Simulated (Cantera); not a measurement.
A diamond (100) surface in a fixed gas of H2 with x(CH4) = 0.003, x(CH3) = 3.1e-05, at 1273 K, 1200 Pa; coverages are run to steady state.

Computed with Cantera and the Harris–Goodwin 1993 mechanism for the reconstructed diamond (100) surface.

θ: site fractions in the mechanism's names (c6HH fully hydrogenated, c6H* and c6*H radical sites, c6** diradical, c6HM methylated).

```csv
x(H),growth (µm/h),θ c6HH,θ c6H*,θ c6*H,θ c6**
0.0001,0.00123,0.649,0.0285,0.318,0.00441
0.00021,0.00461,0.550,0.0361,0.404,0.00990
0.00043,0.0119,0.482,0.0410,0.459,0.0176
0.00089,(withheld),0.439,0.0438,0.491,(withheld)
0.0019,0.0357,0.415,0.0453,0.507,0.0332
0.0039,(withheld),0.403,0.0459,0.514,0.0377
0.008,0.0605,0.396,0.0462,0.517,0.0404
0.017,0.0812,0.393,0.0464,0.519,0.0418
0.034,0.113,0.392,0.0465,0.519,0.0425
```

Task: Fill in the missing entries.

Result: 
- 0.00089, growth (µm/h): 0.0230
- 0.00089, θ c6**: 0.0260
- 0.0039, growth (µm/h): 0.0473
